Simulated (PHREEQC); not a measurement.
BaCl2 is added in steps, without added water, to 1 kg of water holding 0.07 mol/kgw AgF, at 24 °C. O2 is buffered at 0.21 atm. The system is closed to CO2. Only these solids could form: BaF2, Cerargyrite, Ag2O.

Base run: PHREEQC, ion-association model, wateq4f.dat. Each further column changes one thing. The table gives pH.

| BaCl2 added (mol) | base | AgF replaced by KHF2 at the same molality | AgF from 0.07 to 0.105 mol/kgw | AgF replaced by NH4HF2 at the same molality | no solid may form |
|---|---|---|---|---|---|
| 0 | 7.59 | 3.17 | 7.44 | 3.17 | 7.59 |
| 0.01375 | 7.58 | 3.00 | 7.55 | 3.00 | 7.67 |
| 0.02406 | 7.59 | 2.86 | 7.59 | 2.86 | 7.74 |
| 0.03781 | 7.69 | 2.71 | 7.58 | 2.71 | 7.82 |
| 0.04813 | 7.63 | 2.63 | 7.63 | 2.63 | 7.86 |
| 0.06187 | 7.59 | 2.55 | 7.65 | 2.55 | 7.89 |
| 0.07219 | 7.56 | 2.51 | 7.61 | 2.51 | 7.89 |
| 0.08594 | 7.53 | 2.47 | 7.57 | 2.47 | 7.88 |
| 0.09625 | 7.51 | 2.44 | 7.55 | 2.44 | 7.88 |
| 0.11 | 7.49 | 2.41 | 7.52 | 2.41 | 7.87 |

 wateq4f.dat counts part of the HF as a dimer, H2F2, which phreeqc.dat doesn't know; its constant is uncertain. In at least one series the solution becomes supersaturated in solids that the run did not let form, among them BaF2, Cerargyrite. Solids allowed in the column 'AgF replaced by KHF2 at the same molality': BaF2. Solids allowed in the column 'AgF replaced by NH4HF2 at the same molality': BaF2.
